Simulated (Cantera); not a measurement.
Ignition delay

Mixture: 12.9 % CH4, 12.3 % O2, 74.9 % N2, equivalence ratio 2.1, at 5.00 bar, adiabatic and at constant volume. Ignition delay is the time to a rise of 400 K.

Model: GRI-Mech 3.0 (53 species, 325 reactions), integrated in Cantera.

```csv
T0 (K),delay (ms)
1000,389
1100,86.2
1200,22.2
1300,6.43
1400,2.03
1500,0.685
1600,0.248
1700,0.0982
1800,0.0436
1900,0.0217
```

```yaml
apparent activation energy between 1700 and 1900 K: 200 kJ/mol
```
